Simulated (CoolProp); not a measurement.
R1233zd(E) along the isobar 45.8 bar: Z from the reference equation and from simpler models built on Tc = 438.9 K, pc = 35.83 bar, ω = 0.304; each cubic takes its own stable root.

Values from CoolProp's reference Helmholtz-energy equation of state, Akasaka 2022.

| T (K) | phase | reference |
|---|---|---|
| 232 | liquid | 0.2185 |
| 250.1 | liquid | 0.2082 |
| 268.3 | liquid | 0.1997 |
| 286.5 | liquid | 0.1927 |
| 304.6 | liquid | 0.1872 |
| 322.8 | liquid | 0.1829 |
| 341 | liquid | 0.1800 |
| 359.2 | liquid | 0.1785 |
| 377.3 | liquid | 0.1787 |
| 395.5 | liquid | 0.1812 |
| 413.7 | liquid | 0.1875 |
| 431.8 | liquid | 0.2020 |
| 450 | supercritical | 0.2608 |

Task: How far does each simpler model (van der Waals, Redlich-Kwong, Soave-Redlich-Kwong, Peng-Robinson) lie from the reference over these 13 states: mean and median of the absolute difference, and the worst?

Result: 
- van der Waals: mean 60.2 %, median 63.2 %, worst +68.3 % at 232 K and 45.8 bar
- Redlich-Kwong: mean 17.3 %, median 16.4 %, worst +23.7 % at 431.8 K and 45.8 bar
- Soave-Redlich-Kwong: mean 14.0 %, median 11.7 %, worst +25.2 % at 450 K and 45.8 bar
- Peng-Robinson: mean 3.3 %, median 1.8 %, worst +15.6 % at 450 K and 45.8 bar
